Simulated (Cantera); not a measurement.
A Cantera script and its output.

```python
import numpy as np
import cantera as ct

gas = ct.Solution("gri30.yaml")
gas.TPX = 2898, 24000, {'CH4': 0.00026, 'H2': 1, 'O2': 0.014}
inlet = ct.Reservoir(gas, clone=True)

reactor = ct.IdealGasConstPressureReactor(gas, energy="off", clone=False)
exhaust = ct.Reservoir(gas, clone=True)
tau = [0.36, 0.12, 0.04, 0.014, 0.0046, 0.0015, 0.00051, 0.00017][0]
for a, b in ((inlet, reactor), (reactor, exhaust)):
    ct.MassFlowController(a, b, mdot=lambda t: reactor.mass / tau)
net = ct.ReactorNet([reactor])
show = ['CH4', 'H2', 'O2', 'CO2', 'H2O2', 'HO2', 'C2H4']

rows = []
print(f"{'tau/s':>10s}{'T/K':>9s}" + "".join(f"{s:>11s}" for s in show))
for tau in [0.36, 0.12, 0.04, 0.014, 0.0046, 0.0015, 0.00051, 0.00017]:
    net.initial_time = 0.0
    net.advance(30 * tau)
    before = gas.X
    net.advance(40 * tau)
    drift = np.max(np.abs(gas.X - before) / (gas.X + 1e-9))
    rows.append([gas.T, *gas[show].X, drift])
    print(f"{tau:10.3e}{gas.T:9.1f}" + "".join(f"{x:11.3e}" for x in gas[show].X))
```

Output:

```
     tau/s      T/K        CH4         H2         O2        CO2       H2O2        HO2       C2H4
 3.600e-01   2898.0  7.845e-10  7.698e-01  3.610e-06  9.513e-07  3.109e-10  3.104e-09  2.177e-17
 1.200e-01   2898.0  2.424e-09  7.712e-01  3.603e-06  9.519e-07  3.091e-10  3.092e-09  1.971e-16
 4.000e-02   2898.0  7.944e-09  7.755e-01  3.595e-06  9.535e-07  3.039e-10  3.059e-09  2.030e-15
 1.400e-02   2898.0  2.880e-08  7.867e-01  3.669e-06  9.575e-07  2.920e-10  3.010e-09  2.460e-14
 4.600e-03   2898.0  1.713e-07  8.152e-01  4.694e-06  9.653e-07  2.811e-10  3.244e-09  6.772e-13
 1.500e-03   2898.0  2.121e-06  8.651e-01  1.322e-05  9.538e-07  5.208e-10  7.782e-09  5.464e-11
 5.100e-04   2898.0  2.442e-05  9.078e-01  6.164e-05  7.535e-07  3.240e-09  4.733e-08  2.912e-09
 1.700e-04   2898.0  8.987e-05  9.301e-01  2.778e-04  3.811e-07  1.999e-08  2.740e-07  1.657e-08
```

Cantera simulation using GRI-Mech 3.0 (53 species, 325 reactions); the numbers are that mechanism's predictions, not measurements.
